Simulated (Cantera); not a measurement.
# Gas activation for diamond growth

An isothermal, constant-pressure homogeneous reactor starts with 1.85 % CH4, 92.7 % H2, 4.91 % H, 0.556 % N2, at 1900 K and 8.25 Torr.

Model: GRI-Mech 3.0 (53 species, 325 reactions), integrated in Cantera. GRI-Mech 3.0 stops at C3 and has no aromatics, soot or wall deposition, so with more carbon than oxygen in the feed, carbon stays in small species such as C2H2 where larger ones or solid carbon would form. Radical loss at walls, strong at low pressure, is not modelled.

```
t (s)        x CH4   x H2      x H     x CH2   x C2H2    x C2H    x C2H4
--------  --------  -----  -------  --------  -------  -------  --------
0.000400   0.00831  0.942   0.0355  0.000103  0.00176  8.76e-7  0.000183
0.00113    0.00643  0.949   0.0304   7.55e-5  0.00385  1.61e-6  0.000107
0.00317    0.00424  0.957   0.0250   4.48e-5  0.00596  2.04e-6   4.32e-5
0.00894    0.00247  0.963   0.0208   2.21e-5  0.00746  2.10e-6   1.32e-5
0.0252     0.00133  0.967   0.0178   9.72e-6  0.00834  2.00e-6   3.83e-6
0.0710    0.000685  0.969   0.0154   4.00e-6  0.00880  1.83e-6   1.52e-6
0.200     0.000351  0.972   0.0133   1.56e-6  0.00904  1.62e-6   1.07e-6
0.563     0.000187  0.974   0.0110   5.76e-7  0.00916  1.35e-6   1.05e-6
1.59      0.000107  0.976  0.00885   2.12e-7  0.00922  1.09e-6   1.13e-6
4.47       6.27e-5  0.977  0.00767   9.34e-8  0.00925  9.48e-7   1.19e-6
12.6       3.72e-5  0.978  0.00753   5.34e-8  0.00926  9.32e-7   1.20e-6
35.5       2.95e-5  0.978  0.00754   4.24e-8  0.00927  9.33e-7   1.20e-6
100        2.92e-5  0.978  0.00754   4.20e-8  0.00927  9.33e-7   1.20e-6
```
x: mole fraction; the columns are a selection and need not sum to one.

Equilibrium at this temperature and pressure: CH4 2.64e-5, H2 0.978, H 0.00754, CH2 3.79e-8, C2H2 0.00752, C2H 7.57e-7, C2H4 9.76e-7 (gas phase only).
